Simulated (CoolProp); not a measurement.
Vapour-liquid equilibrium of CH2F2 (R32) (1) + R1234ze(E) (2) at 2.35 °C; x and y are mole fractions of (1).

Model: multi-fluid Helmholtz-energy mixture model, Tillner-Roth 1997 and Thol 2016; pair parameters Bell 2023, in CoolProp.

| x | bubble pressure, mixture model (bar) | bubble pressure, Raoult's law (bar) | y, mixture model | y, Raoult's law |
|---|---|---|---|---|
| 0.05 | 2.740 | 2.679 | 0.171 | 0.163 |
| 0.125 | 3.303 | 3.159 | 0.354 | 0.347 |
| 0.2 | 3.846 | 3.640 | ? | 0.481 |
| 0.275 | 4.367 | 4.120 | 0.578 | 0.585 |
| 0.35 | 4.864 | 4.600 | 0.651 | 0.667 |
| 0.425 | 5.337 | 5.080 | 0.711 | 0.733 |
| 0.5 | 5.792 | 5.560 | 0.761 | 0.788 |
| 0.575 | 6.234 | 6.040 | 0.804 | 0.834 |
| 0.65 | 6.669 | 6.520 | ? | 0.873 |
| 0.725 | 7.102 | 7.000 | 0.879 | 0.907 |
| 0.8 | ? | 7.480 | 0.914 | 0.937 |
| 0.875 | ? | 7.961 | 0.947 | 0.963 |
| 0.95 | ? | 8.441 | 0.979 | 0.986 |

**Question.** Some entries are withheld; supply them.

**Answer.** 
- 0.2, y, mixture model: 0.482
- 0.65, y, mixture model: 0.843
- 0.8, bubble pressure, mixture model (bar): 7.540
- 0.875, bubble pressure, mixture model (bar): 7.988
- 0.95, bubble pressure, mixture model (bar): 8.448

The largest gap from Raoult's law is +6.0 % in bubble pressure, at x = 0.275. No azeotrope shows between x = 0.05 and 0.95.

Pair parameters are fitted to limited data, so mixtures are less certain than the pure fluids.
